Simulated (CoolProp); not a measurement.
A single-stage vapour-compression cycle with R236FA: evaporating at 235.15 K (dew point), condensing at 283.15 K (bubble point), superheat 2 K, subcooling 0 K, compressor efficiency 0.9, no pressure losses. Each further row changes one setting.

Model: reference Helmholtz-energy equation of state, Pan 2012, in CoolProp.

```csv
case,cooling COP,pressure ratio,discharge temperature (K),refrigerating effect (kJ/kg),volumetric capacity (kJ/m³)
as stated,3.52,9.68,286.5,122,157
evaporating temperature 240.15 K,4.12,7.25,285.7,125,212
condensing temperature 278.15 K,4.05,7.98,282.0,128,165
subcooling 5 K,3.69,9.68,286.5,128,165
superheat 12 K,3.57,9.68,297.1,129,159
compressor efficiency 0.8,3.13,9.68,291.7,122,157
```
